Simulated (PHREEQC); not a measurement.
A made-up water analysis in mg/L, 51 °C, pH 6.2, pe 8.8: Na 1.83; K 0.549; Ca 4.61; Mg 0.48; Cl 8.26; S(6) as SO4 3.02; Alkalinity as HCO3 4.59; N(5) as NO3 0.183; Pb 0.212; Si as SiO2 0.332.

Valence states are taken as typed.

Computed with PHREEQC (ion-association model, phreeqc.dat).

Precipitation was switched off in this run.

Q: Estimate the charge-balance error.

A: charge-balance error -1.2 %.

Q: In which forms is Pb present?

A: Pb+2 81 %, PbCO3 9.9 %, PbHCO3+ 4.3 %, PbOH+ 2.3 %, PbCl+ 1.2 %, PbSO4 1.1 % of the Pb.

Species that the database lacks are ignored. Constants without temperature data keep their 25 °C values here.
